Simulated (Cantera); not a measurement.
A closed system holds: 1 mol Al, 0.39 mol Br2, at 1.33 mbar.

Equilibrium computed with Cantera from the NASA thermochemical tables; the gas is ideal and each condensed phase is pure. Candidate condensed phases: Al, AlBr3, Br2; 7 gas species. Equilibrium is a limit: real reactors are often held back by kinetics, nucleation or transport.

x: gas mole fraction; n: condensed amount in mol.

```csv
T (°C),x AlBr,x AlBr3,x Al2Br6,x Al,x Br,n Al(s),n Al(l)
127,<1e-12,0.00610,0.994,<1e-12,<1e-12,0.740,0
227,?,?,?,<1e-12,<1e-12,0.740,0
327,9.27e-7,0.798,0.202,<1e-12,<1e-12,0.740,0
427,7.32e-5,0.987,0.0131,<1e-12,<1e-12,0.740,0
527,?,0.997,?,?,?,0.740,0
627,0.0214,0.978,0.000209,5.43e-10,1.28e-9,0.736,0
727,0.137,0.863,3.97e-5,3.80e-8,3.63e-8,0,0.714
827,0.516,0.484,4.01e-6,1.16e-6,4.87e-7,0,0.603
927,0.934,0.0663,2.98e-8,1.99e-5,2.58e-6,0,0.311
1027,0.996,0.00342,3.66e-11,0.000219,6.91e-6,0,0.225
1127,0.998,0.000234,<1e-12,0.00169,1.54e-5,0,0.219
```

**Question.** Complete the blanks.

**Answer.** 
- 227, x AlBr: 1.30e-9
- 227, x AlBr3: 0.171
- 227, x Al2Br6: 0.829
- 527, x AlBr: 0.00181
- 527, x Al2Br6: 0.00129
- 527, x Al: 2.35e-12
- 527, x Br: 1.96e-11
